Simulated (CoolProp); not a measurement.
200 sccm (0 °C, 1 atm) of nitrogen bubbles through liquid ethanol at 305.7 K and leaves saturated at a total pressure of 0.0817 MPa (ideal gas phase). Each further row changes one setting.

Model: reference Helmholtz-energy equation of state, Schroeder 2014, in CoolProp.

| case | vapour pressure (kPa) | mole fraction of vapour | delivery (mg/min) | delivery (sccm) | change of delivery for a bath 1 K warmer (%) |
|---|---|---|---|---|---|
| as stated | 12.0 | 0.147 | 71.1 | 34.6 | ___ |
| bath temperature 310.7 K | ___ | 0.193 | 98.1 | ___ | 6.7 |
| total pressure 0.163 MPa | 12.0 | 0.0739 | 32.8 | 16.0 | 6.1 |

Some entries are withheld; supply them.


- as stated, change of delivery for a bath 1 K warmer (%): 6.6
- bath temperature 310.7 K, vapour pressure (kPa): 15.7
- bath temperature 310.7 K, delivery (sccm): 47.7
